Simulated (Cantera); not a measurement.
Cantera run, input and output.

```python
import numpy as np
import cantera as ct

gas = ct.Solution("gri30.yaml", transport_model="mixture-averaged")
show = ['OH', 'H2', 'CO2']

rows = []
print(f"{'T/K':>7s}{'rho':>11s}{'cp':>10s}{'mu':>11s}{'lambda':>11s}{'Pr':>7s}" + "".join(f"{'D_' + s:>11s}" for s in show))
for T in [400, 600, 800, 1000, 1200, 1400]:
    gas.TPX = T, 58, {'CO2': 0.71, 'CH3OH': 0.31, 'CH4': 0.77}
    Pr = gas.cp_mass * gas.viscosity / gas.thermal_conductivity
    D = [gas.mix_diff_coeffs_mole[gas.species_index(s)] for s in show]
    rows.append([gas.density, gas.cp_mass, gas.viscosity, gas.thermal_conductivity, Pr, *D])
    print(f"{T:7g}{gas.density:11.4e}{gas.cp_mass:10.1f}{gas.viscosity:11.4e}"
          f"{gas.thermal_conductivity:11.4e}{Pr:7.3f}" + "".join(f"{d:11.4e}" for d in D))
print("SI units: kg/m3, J/kg/K, Pa s, W/m/K, m2/s")
```

Output:

```
    T/K        rho        cp         mu     lambda     Pr       D_OH       D_H2      D_CO2
    400 5.2155e-04    1428.1 1.6905e-05 3.4874e-02  0.692 8.0823e-02 1.9793e-01 4.4263e-02
    600 3.4770e-04    1776.5 2.3815e-05 6.0314e-02  0.701 1.6400e-01 3.9496e-01 9.3289e-02
    800 2.6078e-04    2064.8 2.9808e-05 8.6808e-02  0.709 2.6798e-01 6.4052e-01 1.5556e-01
   1000 2.0862e-04    2298.5 3.5162e-05 1.1277e-01  0.717 3.9056e-01 9.2973e-01 2.2941e-01
   1200 1.7385e-04    2480.1 4.0050e-05 1.3774e-01  0.721 5.3024e-01 1.2593e+00 3.1378e-01
   1400 1.4902e-04    2624.8 4.4584e-05 1.6159e-01  0.724 6.8592e-01 1.6267e+00 4.0790e-01
SI units: kg/m3, J/kg/K, Pa s, W/m/K, m2/s
```

Computed with Cantera and GRI-Mech 3.0 (53 species, 325 reactions). Polar gases are described roughly by these parameters. The composition is frozen, though it would react at the higher temperatures.
